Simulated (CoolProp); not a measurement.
A single-stage vapour-compression cycle with isobutane: evaporating at 238.15 K (dew point), condensing at 261.15 K (bubble point), superheat 0 K, subcooling 8 K, compressor efficiency 0.8, no pressure losses. Each further row changes one setting.

Model: reference Helmholtz-energy equation of state, Bücker 2006, in CoolProp.

```tsv
case	cooling COP	pressure ratio	discharge temperature (K)	refrigerating effect (kJ/kg)	volumetric capacity (kJ/m³)
as stated	8.06	2.73	269.7	353	389
evaporating temperature 243.15 K	?	2.15	267.4	359	493
condensing temperature 256.15 K	10.5	?	263.3	363	400
subcooling 13 K	8.31	2.73	269.7	363	400
superheat 10 K	8.04	2.73	279.9	?	387
compressor efficiency 0.7	7.05	2.73	273.6	353	389
```

Q: Complete the blanks.

A: 
- evaporating temperature 243.15 K, cooling COP: 10.7
- condensing temperature 256.15 K, pressure ratio: 2.23
- superheat 10 K, refrigerating effect (kJ/kg): 367
